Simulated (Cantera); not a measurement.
An isothermal, constant-pressure homogeneous reactor starts with CH4 : O2 : N2 = 0.0041 : 0.011 : 1 (molar parts), at 1275 K and 1.09 atm.

Cantera simulation using GRI-Mech 3.0 (53 species, 325 reactions); the numbers are that mechanism's predictions, not measurements.

One state of this run: x CH4 = <1e-12; x O2 = 0.00276; x C2H = <1e-12; x CO2 = 0.00403; x O = 6.52e-7; x NO2 = 4.87e-9. x: mole fraction; the columns are a selection and need not sum to one.

Q: Which value of t (s) does it belong to?
(A) 0.000356
(B) 0.00150
(C) 2.00e-5
(D) 0.474

A: D, 0.474
